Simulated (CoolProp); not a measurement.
A single-stage vapour-compression cycle with CH2F2 (R32): evaporating at 224.15 K (dew point), condensing at 286.15 K (bubble point), superheat 2 K, subcooling 0 K, compressor efficiency 0.8, no pressure losses. Each further row changes one setting.

Values from CoolProp's reference Helmholtz-energy equation of state, Tillner-Roth 1997.

```json
[
 {"case": "as stated", "cooling COP": "[?]", "pressure ratio": "10.4", "discharge temperature (K)": "386.4", "refrigerating effect (kJ/kg)": "276", "volumetric capacity (kJ/m³)": "926"},
 {"case": "evaporating temperature 229.15 K", "cooling COP": "2.45", "pressure ratio": "[?]", "discharge temperature (K)": "374.8", "refrigerating effect (kJ/kg)": "279", "volumetric capacity (kJ/m³)": "[?]"},
 {"case": "condensing temperature 281.15 K", "cooling COP": "2.41", "pressure ratio": "9.01", "discharge temperature (K)": "375.2", "refrigerating effect (kJ/kg)": "285", "volumetric capacity (kJ/m³)": "956"},
 {"case": "subcooling 5 K", "cooling COP": "[?]", "pressure ratio": "10.4", "discharge temperature (K)": "386.4", "refrigerating effect (kJ/kg)": "285", "volumetric capacity (kJ/m³)": "956"},
 {"case": "superheat 12 K", "cooling COP": "[?]", "pressure ratio": "10.4", "discharge temperature (K)": "400.6", "refrigerating effect (kJ/kg)": "285", "volumetric capacity (kJ/m³)": "907"},
 {"case": "compressor efficiency 0.7", "cooling COP": "1.88", "pressure ratio": "10.4", "discharge temperature (K)": "403.7", "refrigerating effect (kJ/kg)": "276", "volumetric capacity (kJ/m³)": "926"}
]
```

Complete the blanks.


- as stated, cooling COP: 2.15
- evaporating temperature 229.15 K, pressure ratio: 8.20
- evaporating temperature 229.15 K, volumetric capacity (kJ/m³): 1170
- subcooling 5 K, cooling COP: 2.22
- superheat 12 K, cooling COP: 2.11
